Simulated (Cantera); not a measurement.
Charge: 1 mol SiH₄, 0.84 mol NO, 86 mol N₂, equilibrated at 0.560 bar.

Cantera equilibrium calculation (NASA polynomials, part measured and part estimated; ideal gas, pure solids and liquids). Candidate condensed phases: H₂O, Si, SiO₂, Si₂N₂O, Si₃N₄; 35 gas species. Mutual solubility and eutectic melting of coexisting phases are not modelled. The tables hold silica as quartz up to 1696 K and as liquid above; real silica turns to tridymite and cristobalite and melts near 1996 K. Kinetics and transport are ignored.

Question: What share of the Si ends up in condensed phases as a function of T (K), at 1173, 1273, 1373, 1473, 1573, 1673, 1773, 1873?

Answer: 
| T (K) | Si condensed (%) | as |
|---|---|---|
| 1173 | 100.0 | SiO₂(β-quartz) + Si₂N₂O(s) |
| 1273 | 100.0 | SiO₂(β-quartz) + Si₂N₂O(s) |
| 1373 | 100.0 | SiO₂(β-quartz) + Si₂N₂O(s) |
| 1473 | 100.0 | SiO₂(β-quartz) + Si₂N₂O(s) |
| 1573 | 99.7 | SiO₂(β-quartz) + Si₂N₂O(s) |
| 1673 | 97.3 | SiO₂(β-quartz) + Si₂N₂O(s) |
| 1773 | 79.9 | SiO₂(condensed) + Si₂N₂O(s) |
| 1873 | 32.1 | Si₂N₂O(s) |
